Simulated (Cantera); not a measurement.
An adiabatic, constant-volume homogeneous reactor starts with CO : H2 : O2 : N2 = 1 : 0.078 : 2.08 : 7.83 (molar parts), equivalence ratio 0.26, at 1148 K and 2100000 Pa.

Detailed kinetics in Cantera: GRI-Mech 3.0 (53 species, 325 reactions). The hydrogen kinetics of GRI-Mech 3.0 are dated; newer H2 mechanisms differ, most at raised pressure. The pressure lies above the range GRI-Mech 3.0 was tuned for (to about 10 atm).

**Question.** Predict: time of steepest temperature rise; temperature at 5.00 s; equilibrium temperature; x(CO) at 5.00 s; x(H2) at 5.00 s; x(O2) at 5.00 s; x(H2O2) at 5.00 s; x(HO2) at 5.00 s.

**Answer.** 
```json
{
 "time_of_steepest_temperature_rise": "0.593 ms",
 "temperature at 5.00 s": "2086 K",
 "equilibrium_temperature": "2086 K",
 "x(CO) at 5.00 s": "0.000111 (gas-phase equilibrium 0.000111)",
 "x(H2) at 5.00 s": "1.74e-6 (gas-phase equilibrium 1.74e-6)",
 "x(O2) at 5.00 s": "0.143 (gas-phase equilibrium 0.143)",
 "x(H2O2) at 5.00 s": "4.08e-8 (gas-phase equilibrium 4.08e-8)",
 "x(HO2) at 5.00 s": "1.97e-6 (gas-phase equilibrium 1.97e-6)"
}
```
